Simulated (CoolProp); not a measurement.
Vapour-liquid equilibrium of propane (1) + R236EA (2) at 280.3 K; x and y are mole fractions of (1).

The numbers come from the multi-fluid Helmholtz-energy mixture model, Lemmon 2009 and Rui 2013; pair parameters Bell 2016 in CoolProp.

```csv
x,"bubble pressure, mixture model (kPa)","bubble pressure, Raoult's law (kPa)","y, mixture model","y, Raoult's law"
0.05,199.4,129.5,0.479,0.227
0.2,388.6,201.7,0.750,0.582
0.35,475.9,273.9,0.808,0.750
0.5,514.2,346.1,0.833,0.848
0.65,538.3,418.3,0.852,0.912
0.8,562.7,490.5,0.885,0.957
0.95,584.3,562.7,0.957,0.991
```

The largest gap from Raoult's law is +92.7 % in bubble pressure, at x = 0.2. No azeotrope shows between x = 0.05 and 0.95.

Pair parameters are fitted to limited data, so mixtures are less certain than the pure fluids. With so large a gap from Raoult's law the liquid may split in two, which this calculation doesn't test in full.
